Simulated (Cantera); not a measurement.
Input: 1 mol B, 0.012 mol HCl, 1.3 mol O2, held at 652 °C and 0.0350 bar.

These are equilibrium values from Cantera (NASA tables, ideal gas, pure condensed phases), not measurements of a reactor. Candidate condensed phases: B, B2O3, B3O3H3, H2O; 33 gas species. Gases not in the tables: H3BO3. The numbers say what is thermodynamically allowed, not how fast it happens.

Base state: O2 0.979, HCl 0.0128, H2O 0.00429, Cl2 0.00427, Cl 4.04e-5 (mole fractions); condensed: B2O3(l).

What changes in the equilibrium state with this change: O2 from 1.3 to 0.28 mol?


```tsv
species	before	after
H2	<1e-9	0.552
BCl3	<1e-9	0.312
HCl	0.0128	0.0798
O2	0.979	<1e-9
B3O3Cl3	<1e-9	0.0558
Cl2	0.00427	<1e-9
H2O	0.00429	2.32e-9
B3O3H3	<1e-9	0.000423
B2O3(l), mol	0.500	0.186
B(s), mol	0	0.623
```
Gases not in the tables: BHCl2.
